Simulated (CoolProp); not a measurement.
Vapour-liquid equilibrium of R22 (1) + R123 (2) at 0.309 MPa; x and y are mole fractions of (1).

Computed with CoolProp (multi-fluid Helmholtz-energy mixture model, Kamei 1995 and Younglove 1994; pair parameters Bell 2016).

```csv
x,"bubble temperature, mixture model (K)","bubble temperature, Raoult's law (K)","y, mixture model","y, Raoult's law"
0.05,326.5,324.3,0.259,0.323
0.15,310.4,307.6,0.590,0.648
0.25,297.9,296.0,0.763,0.796
0.35,288.4,287.4,0.855,0.874
0.45,281.1,280.6,0.908,0.919
0.55,275.4,275.2,0.940,0.948
0.65,270.8,270.7,0.961,0.967
0.75,267.0,266.9,0.976,0.980
0.85,263.7,263.6,0.987,0.990
0.95,260.7,260.6,0.996,0.997
```

The largest gap from Raoult's law is +2.8 K in bubble temperature, at x = 0.15. No azeotrope shows between x = 0.05 and 0.95.

The pair parameters rest on a limited set of measurements; away from them the model extrapolates.
